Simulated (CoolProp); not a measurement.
A Linde-Hampson liquefier for methane: isothermal reversible compression at 230 K from 1 atm to 5 MPa, throttling to 1 atm, return gas leaving the recuperator 10 K below the feed. Each further row changes one setting.

Model: reference Helmholtz-energy equation of state, Setzmann 1991, in CoolProp.

```csv
case,liquid yield per pass,compression work (kJ/kg of gas)
as stated,___,439
high pressure 10 MPa,___,___
warm-end temperature 260 K,___,___
warm-end gap 15 K,___,439
```

Task: What belongs in the gaps?

Result: 
- as stated, liquid yield per pass: 0.093
- high pressure 10 MPa, liquid yield per pass: 0.263
- high pressure 10 MPa, compression work (kJ/kg of gas): 494
- warm-end temperature 260 K, liquid yield per pass: 0.055
- warm-end temperature 260 K, compression work (kJ/kg of gas): 507
- warm-end gap 15 K, liquid yield per pass: 0.079
